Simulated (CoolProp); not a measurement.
Vapour-liquid equilibrium of benzene (1) + n-dodecane (2) at 0.0111 MPa; x and y are mole fractions of (1).

Model: multi-fluid Helmholtz-energy mixture model, Thol 2012 and Lemmon 2004; pair parameters Bell 2016, in CoolProp.

| x | bubble temperature, mixture model (°C) | bubble temperature, Raoult's law (°C) | y, mixture model | y, Raoult's law |
|---|---|---|---|---|
| 0.05 | 106.0 | 100.5 | 0.769 | 0.822 |
| 0.15 | 69.9 | 69.3 | 0.968 | 0.969 |
| 0.25 | 53.1 | 55.2 | 0.990 | 0.989 |
| 0.35 | 43.5 | 46.4 | 0.996 | 0.995 |
| 0.45 | 37.4 | 40.2 | 0.998 | 0.997 |
| 0.55 | 33.2 | 35.4 | 0.999 | 0.998 |
| 0.65 | 30.1 | 31.6 | 0.999 | 0.999 |
| 0.75 | 27.6 | 28.4 | 0.999 | 0.999 |
| 0.85 | 25.4 | 25.6 | 1.000 | 1.000 |
| 0.95 | 23.2 | 23.2 | 1.000 | 1.000 |

The largest gap from Raoult's law is +5.5 K in bubble temperature, at x = 0.05. No azeotrope shows between x = 0.05 and 0.95.

The pair parameters rest on a limited set of measurements; away from them the model extrapolates. The gap from Raoult's law changes sign with composition, which may be real or a fault of the pair parameters; it wasn't checked against measurements.
